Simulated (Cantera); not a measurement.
# Low-pressure radical oxidation in H2/O2

An isothermal, constant-pressure homogeneous reactor starts with H2 : O2 = 0.008 : 1 (molar parts), at 1000 K and 2.40 Torr.

Cantera simulation using the H2/O2 subset of GRI-Mech 3.0, which has no nitrogen chemistry; the numbers are that mechanism's predictions, not measurements. Radical loss at walls, strong at low pressure, is not modelled.

```tsv
t (s)	x H2	x O2	x H2O	x H2O2	x OH	x H	x HO2
9.00e-5	0.00794	0.992	<1e-12	<1e-12	<1e-12	1.52e-12	1.65e-12
0.000232	0.00794	0.992	<1e-12	<1e-12	<1e-12	3.48e-12	4.26e-12
0.000598	0.00794	0.992	<1e-12	<1e-12	4.14e-12	6.93e-12	1.10e-11
0.00154	0.00794	0.992	4.34e-12	<1e-12	1.78e-11	1.20e-11	2.83e-11
0.00397	0.00794	0.992	4.36e-11	<1e-12	6.64e-11	2.40e-11	7.31e-11
0.0102	0.00794	0.992	4.88e-10	<1e-12	3.40e-10	9.25e-11	1.90e-10
0.0264	0.00794	0.992	1.65e-8	<1e-12	8.03e-9	2.03e-9	5.46e-10
0.0680	0.00788	0.992	4.21e-5	3.32e-11	1.97e-5	5.10e-6	1.37e-7
0.175	7.02e-5	0.986	0.00739	5.80e-9	0.000383	0.000582	5.43e-7
0.452	2.46e-5	0.987	0.00762	3.45e-9	0.000267	0.000336	4.17e-7
1.16	1.54e-5	0.989	0.00775	3.48e-9	0.000211	0.000164	3.42e-7
3.00	6.27e-6	0.991	0.00787	3.39e-9	0.000135	4.29e-5	2.28e-7
```
x: mole fraction; the columns are a selection and need not sum to one.

Equilibrium at this temperature and pressure: H2 1.24e-11, O2 0.992, H2O 0.00797, H2O2 1.26e-12, OH 2.02e-7, H <1e-12, HO2 2.00e-10 (gas phase only).
